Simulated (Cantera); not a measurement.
A counterflow diffusion flame at 1800 Torr, nozzles 20 mm apart: fuel side CH₃OH = 1 (molar parts) at 475 K, oxidiser side O₂ : N₂ = 0.23 : 0.77 (molar parts) at 775 K, fuel mass flux 1.2 times the oxidiser's; mixture-averaged transport, no radiation.

Detailed kinetics in Cantera: GRI-Mech 3.0 (53 species, 325 reactions). GRI-Mech 3.0 was tuned for natural gas; its chemistry of methanol as a main component is partial and can be far from experiment. GRI-Mech 3.0 has no aromatics or soot, which form on the fuel side of real flames. The maximum strain rate includes the flame's own expansion and is several times the mean.

x: mole fraction; the columns are a selection and need not sum to one.

```csv
oxidiser flux (kg/m²/s),max strain (1/s),mean strain (1/s),T max (K),peak x OH,peak x H,peak x NO,peak x CO,peak x C₂H₂
0.6,217,46.3,2474,0.0123,0.00443,0.000751,0.205,(withheld)
1,349,77.2,2439,0.0128,0.00515,0.000502,0.203,(withheld)
1.7,575,131,2392,0.0133,0.00610,0.000319,0.200,(withheld)
2.8,919,216,2338,0.0137,0.00713,0.000202,0.197,(withheld)
4.7,1500,363,2274,0.0140,0.00835,0.000127,0.192,(withheld)
7.8,2410,602,2212,0.0143,0.00965,8.65e-5,0.189,(withheld)
13,3930,1000,2140,0.0141,0.0109,6.04e-5,0.184,(withheld)
```

Q: What belongs in the gaps?

A: 
- 0.6, peak x C₂H₂: 3.67e-5
- 1, peak x C₂H₂: 5.50e-5
- 1.7, peak x C₂H₂: 8.21e-5
- 2.8, peak x C₂H₂: 0.000117
- 4.7, peak x C₂H₂: 0.000164
- 7.8, peak x C₂H₂: 0.000222
- 13, peak x C₂H₂: 0.000282
